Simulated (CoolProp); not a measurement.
Ethylene along the isotherm -27.85 °C: density (kg/m³) from the reference equation and from simpler models built on Tc = 9.2 °C, pc = 5042 kPa, ω = 0.087; each cubic takes its own stable root.

Values from CoolProp's reference Helmholtz-energy equation of state, Smukala 2000.

```
p (kPa)   phase  reference
-------  ------  ---------
252         gas      3.560
504         gas      7.328
756         gas      11.34
1010        gas      15.68
1260        gas      20.32
1510        gas      25.40
1760        gas      31.09
2270     liquid      434.9
2520     liquid      436.1
```

How far does each simpler model (Redlich-Kwong, Soave-Redlich-Kwong) lie from the reference over these 9 states: mean and median of the absolute difference, and the worst?


- Redlich-Kwong: mean 2.7 %, median 0.6 %, worst -10.8 % at -27.85 °C and 2270 kPa
- Soave-Redlich-Kwong: mean 2.2 %, median 0.3 %, worst -9.3 % at -27.85 °C and 2270 kPa
